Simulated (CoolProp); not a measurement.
Aqueous magnesium chloride as a coolant, at 30 °C, 1 atm.

Computed with CoolProp (Melinder's fits for secondary coolants).

| mass % | freezing point (°C) | viscosity (mPa s) | conductivity (W/(m K)) | cp (kJ/(kg K)) | density (kg/m³) |
|---|---|---|---|---|---|
| 1.5 | -0.9 | 0.893 | 0.610 | 4.098 | 1008 |
| 4 | -2.3 | 0.946 | 0.605 | 3.961 | 1029 |
| 6.5 | (withheld) | (withheld) | 0.601 | 3.820 | 1050 |
| 8.9 | -6.8 | 1.08 | 0.596 | 3.685 | 1070 |
| 11.4 | -10.4 | 1.22 | (withheld) | 3.550 | 1092 |
| 13.9 | -14.7 | 1.40 | 0.583 | 3.421 | 1114 |
| 16.3 | -19.5 | 1.55 | (withheld) | 3.306 | 1136 |
| 18.8 | -25.4 | 1.76 | (withheld) | 3.192 | (withheld) |
| 21.3 | -32.9 | 2.29 | 0.560 | 3.078 | 1183 |
| 23.7 | -42.9 | 4.34 | 0.552 | 2.959 | 1208 |

Fill in the missing entries.


- 6.5, freezing point (°C): -4.2
- 6.5, viscosity (mPa s): 0.988
- 11.4, conductivity (W/(m K)): 0.590
- 16.3, conductivity (W/(m K)): 0.576
- 18.8, conductivity (W/(m K)): 0.568
- 18.8, density (kg/m³): 1159
